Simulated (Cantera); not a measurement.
Feed: 1 mol CH₂F₂, 1 mol CH₄, 10 mol H₂, 0.15 mol HCl, at 0.00133 bar.

Equilibrium computed with Cantera from the NASA thermochemical tables; the gas is ideal and each condensed phase is pure. Candidate condensed phases: C, C₆H₆, C₇H₈, C₈H₁₈; 118 gas species. Rates play no part. All values below are at 1600 K.

Base state: H₂ 0.847, HF 0.141, HCl 0.0106, H 0.00137, C₂H₂ (acetylene) 2.33e-5, Cl 1.35e-5 (mole fractions); condensed: C(graphite).

**Question.** What changes in the equilibrium state with this change: pressure from 0.00133 bar to 0.0190 bar?

**Answer.** 
```tsv
species	before	after
H₂	0.847	0.848
HF	0.141	0.141
HCl	0.0106	0.0106
H	0.00137	0.000363
CH₄	1.56e-6	2.23e-5
Cl	1.35e-5	3.59e-6
C₂H₂ (acetylene)	2.33e-5	2.33e-5
C(graphite), mol	2.00	2.00
```
